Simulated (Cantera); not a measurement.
A closed system holds: 1 mol CuO, 0.71 mol NF3, at 1848.15 K and 0.0218 Torr.

Equilibrium computed with Cantera from the NASA thermochemical tables; the gas is ideal and each condensed phase is pure. Candidate condensed phases: Cu, CuF2, CuO, Cu2O; 22 gas species. Equilibrium is a limit: real reactors are often held back by kinetics, nucleation or transport.

Base state: F 0.378, CuF 0.321, O2 0.158, N2 0.117, O 0.0140, Cu 0.00670, CuF2 0.00391, NO 0.00163 (mole fractions); condensed: gas only.

Task: What changes in the equilibrium state with this change: pressure from 0.0218 Torr to 1.00 Torr?

Result: 
```tsv
species	before	after
F	0.378	0.306
CuF	0.321	0.257
O2	0.158	0.185
CuF2	0.00391	0.117
O	0.0140	0.00223
N2	0.117	0.132
Cu	0.00670	0.000144
NO	0.00163	0.00187
```
